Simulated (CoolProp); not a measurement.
Vapour-liquid equilibrium of R152A (1) + isobutane (2) at 0.966 MPa; x and y are mole fractions of (1).

Values from CoolProp's multi-fluid Helmholtz-energy mixture model, Outcalt 1996 and Bücker 2006; pair parameters Bell 2016.

**Question.** Give the bubble temperature and the first vapour's composition at x = 0.05, 0.15, 0.65. Is there an azeotrope?

**Answer.** x = 0.05: 332.4 K, y = 0.134; x = 0.15: 324.7 K, y = 0.322; x = 0.65: 312.3 K, y = 0.693. y crosses x between x = 0.65 and 0.75: the model has an azeotrope there.

The pair parameters rest on a limited set of measurements; away from them the model extrapolates.
